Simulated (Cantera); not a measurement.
A Cantera script and its output.

```python
import numpy as np
import cantera as ct

gas = ct.Solution("gri30.yaml", transport_model="mixture-averaged")
show = ['H', 'NH3', 'H2O']

rows = []
print(f"{'T/K':>7s}{'rho':>11s}{'cp':>10s}{'mu':>11s}{'lambda':>11s}{'Pr':>7s}" + "".join(f"{'D_' + s:>11s}" for s in show))
for T in [400, 500, 600, 700, 800, 900, 1000]:
    gas.TPX = T, 1400, {'CH4': 0.19}
    Pr = gas.cp_mass * gas.viscosity / gas.thermal_conductivity
    D = [gas.mix_diff_coeffs_mole[gas.species_index(s)] for s in show]
    rows.append([gas.density, gas.cp_mass, gas.viscosity, gas.thermal_conductivity, Pr, *D])
    print(f"{T:7g}{gas.density:11.4e}{gas.cp_mass:10.1f}{gas.viscosity:11.4e}"
          f"{gas.thermal_conductivity:11.4e}{Pr:7.3f}" + "".join(f"{d:11.4e}" for d in D))
print("SI units: kg/m3, J/kg/K, Pa s, W/m/K, m2/s")
```

Result:

```
    T/K        rho        cp         mu     lambda     Pr        D_H      D_NH3      D_H2O
    400 6.7534e-03    2526.4 1.4442e-05 5.0682e-02  0.720 1.3583e-02 2.7987e-03 2.8839e-03
    500 5.4027e-03    2898.1 1.7084e-05 6.8725e-02  0.720 2.0128e-02 4.2670e-03 4.4290e-03
    600 4.5022e-03    3286.8 1.9486e-05 8.8551e-02  0.723 2.7613e-02 5.9743e-03 6.2372e-03
    700 3.8591e-03    3655.8 2.1710e-05 1.0936e-01  0.726 3.5973e-02 7.9006e-03 8.2860e-03
    800 3.3767e-03    3989.2 2.3796e-05 1.3067e-01  0.726 4.5156e-02 1.0030e-02 1.0558e-02
    900 3.0015e-03    4291.7 2.5773e-05 1.5219e-01  0.727 5.5120e-02 1.2351e-02 1.3038e-02
   1000 2.7013e-03    4588.7 2.7658e-05 1.7372e-01  0.731 6.5834e-02 1.4853e-02 1.5715e-02
SI units: kg/m3, J/kg/K, Pa s, W/m/K, m2/s
```

Cantera simulation using GRI-Mech 3.0 (53 species, 325 reactions); the numbers are that mechanism's predictions, not measurements.
